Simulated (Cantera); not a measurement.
Cantera run:

```python
import numpy as np
import cantera as ct

gas_names = [...]  # 95 gases of nasa_gas.yaml made of C, F, H
cond_names = """
    C(gr) C6H6(L) C7H8(L) C8H18(L),n-octa
""".split()


# ... load() reads the species with a 1 bar reference pressure and builds the phases ...
atoms = {
    'CF4': {'C': 1, 'F': 4},
    'H2': {'H': 2},
}
top_T = {'C(gr)': 4500}  # K; cautious upper limits of use, not melting points


# ... equilibrate(T, P, feed) seeds the gas with the atoms and calls Mixture.equilibrate('TP', solver="vcs", rtol=1e-11, max_steps=5000) ...
results = []
feed = {'CF4': 1, 'H2': 4.4}  # mol
P = 100000  # Pa
for T in [1750, 1850, 1950, 2050, 2150, 2250, 2350, 2450, 2550, 2650, 2750, 2850, 2950, 3050]:
    mix = equilibrate(T, P, feed)
    results.append((T, P, feed, dict(zip(mix.species_names, mix.species_moles))))
    x = sorted(zip(gas.X, gas.species_names), reverse=True)
    print(f"T = {T:g} K  P = {P:g} Pa  gas = {mix.phase_moles(0):.4g} mol")
    print("   x: " + "  ".join(f"{s} {v:.3e}" for v, s in x if v > 1e-05))
    print("   condensed (mol): " + ("  ".join(f"{mix.phase(i).name} {mix.phase_moles(i):.4g}"
          for i in range(1, mix.n_phases) if mix.phase_moles(i) > 1e-12) or "none"))
```

It prints:

```
T = 1750 K  P = 100000 Pa  gas = 6.4 mol
   x: HF 6.250e-01  H2 3.746e-01  H 1.424e-04  CH4 1.282e-04  C2H2,acetylene 4.305e-05
   condensed (mol): C(gr) 0.9986
T = 1850 K  P = 100000 Pa  gas = 6.4 mol
   x: HF 6.250e-01  H2 3.745e-01  H 3.297e-04  C2H2,acetylene 9.796e-05  CH4 9.183e-05
   condensed (mol): C(gr) 0.9981
T = 1950 K  P = 100000 Pa  gas = 6.402 mol
   x: HF 6.248e-01  H2 3.742e-01  H 7.012e-04  C2H2,acetylene 2.045e-04  CH4 6.813e-05
   condensed (mol): C(gr) 0.9969
T = 2050 K  P = 100000 Pa  gas = 6.404 mol
   x: HF 6.246e-01  H2 3.736e-01  H 1.387e-03  C2H2,acetylene 3.966e-04  CH4 5.204e-05
   condensed (mol): C(gr) 0.9945
T = 2150 K  P = 100000 Pa  gas = 6.408 mol
   x: HF 6.242e-01  H2 3.724e-01  H 2.574e-03  C2H2,acetylene 7.214e-04  CH4 4.073e-05
   condensed (mol): C(gr) 0.9904
T = 2250 K  P = 100000 Pa  gas = 6.414 mol
   x: HF 6.236e-01  H2 3.706e-01  H 4.521e-03  C2H2,acetylene 1.241e-03  CH4 3.250e-05
   condensed (mol): C(gr) 0.9838
T = 2350 K  P = 100000 Pa  gas = 6.424 mol
   x: HF 6.226e-01  H2 3.677e-01  H 7.563e-03  C2H2,acetylene 2.029e-03  CH4 2.632e-05  F 1.766e-05  CH3 1.006e-05
   condensed (mol): C(gr) 0.9735
T = 2450 K  P = 100000 Pa  gas = 6.439 mol
   x: HF 6.212e-01  H2 3.634e-01  H 1.211e-02  C2H2,acetylene 3.171e-03  F 3.787e-05  CH4 2.153e-05  CH3 1.305e-05  C4H2 1.140e-05
   condensed (mol): C(gr) 0.9585
T = 2550 K  P = 100000 Pa  gas = 6.46 mol
   x: HF 6.191e-01  H2 3.574e-01  H 1.865e-02  C2H2,acetylene 4.752e-03  F 7.669e-05  C4H2 2.615e-05  C2H 1.976e-05  CH4 1.770e-05  CH3 1.642e-05
   condensed (mol): C(gr) 0.9373
T = 2650 K  P = 100000 Pa  gas = 6.49 mol
   x: HF 6.161e-01  H2 3.490e-01  H 2.769e-02  C2H2,acetylene 6.849e-03  F 1.477e-04  C4H2 5.578e-05  C2H 5.263e-05  CH3 2.005e-05  CH4 1.457e-05
   condensed (mol): C(gr) 0.9083
T = 2750 K  P = 100000 Pa  gas = 6.531 mol
   x: HF 6.121e-01  H2 3.380e-01  H 3.977e-02  C2H2,acetylene 9.509e-03  F 2.721e-04  C2H 1.297e-04  C4H2 1.113e-04  CH3 2.375e-05  CF 1.779e-05  C3 1.687e-05  C2H2,vinylidene 1.594e-05  CH4 1.193e-05
   condensed (mol): C(gr) 0.87
T = 2850 K  P = 100000 Pa  gas = 6.585 mol
   x: HF 6.069e-01  H2 3.238e-01  H 5.535e-02  C2H2,acetylene 1.273e-02  F 4.823e-04  C2H 2.980e-04  C4H2 2.085e-04  C3 5.777e-05  CF 4.014e-05  C2H2,vinylidene 2.786e-05  CH3 2.726e-05  C 1.128e-05  C2HF 1.113e-05  CH2 1.053e-05
   condensed (mol): C(gr) 0.8202
T = 2950 K  P = 100000 Pa  gas = 6.655 mol
   x: HF 6.001e-01  H2 3.064e-01  H 7.477e-02  C2H2,acetylene 1.644e-02  F 8.266e-04  C2H 6.411e-04  C4H2 3.681e-04  C3 1.814e-04  CF 8.604e-05  C2H2,vinylidene 4.611e-05  C 3.124e-05  CH3 3.027e-05  C2HF 1.938e-05  C2 1.824e-05  CH2 1.702e-05
   condensed (mol): C(gr) 0.7562
T = 3050 K  P = 100000 Pa  gas = 6.745 mol
   x: HF 5.914e-01  H2 2.856e-01  H 9.814e-02  C2H2,acetylene 2.049e-02  F 1.375e-03  C2H 1.298e-03  C4H2 6.135e-04  C3 5.268e-04  CF 1.762e-04  C 8.092e-05  C2H2,vinylidene 7.235e-05  C2 5.405e-05  CH3 3.245e-05  C2HF 3.238e-05  CH2 2.615e-05  C6H2 1.952e-05  CH 1.791e-05  C5 1.119e-05
   condensed (mol): C(gr) 0.673
```

Equilibrium computed with Cantera from the NASA thermochemical tables; the gas is ideal and each condensed phase is pure.
